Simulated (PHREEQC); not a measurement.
Consider water at 25 °C with 0.01 mol/kgw CsCl. Closed to the air; pH follows from the charge balance.

Computed with PHREEQC (ion-association model, wateq4f.dat).

Each row changes one thing in this solution. No solid was allowed to form.

```
case                                           pH  ionic strength (mol/kgw)
-------------------------------------------  ----  ------------------------
as made                                      7.00                    0.0100
CsCl from 0.01 to 0.1 mol/kgw                6.98                     0.100
0.0015 mol/kgw Na2SO4 added                  7.01                    0.0145
0.0025 mol/kgw NH4BF4 added                  3.05                    0.0135
0.016 mol/kgw Cd(NO3)2 added                 5.91                    0.0502
CsCl replaced by LiCl at the same molality   7.00                    0.0100
CsCl replaced by CaCl2 at the same molality  6.97                    0.0300
CsCl replaced by CsF at the same molality    7.57                    0.0100
```

Real BF4- forms and hydrolyses slowly; the run takes it at equilibrium.
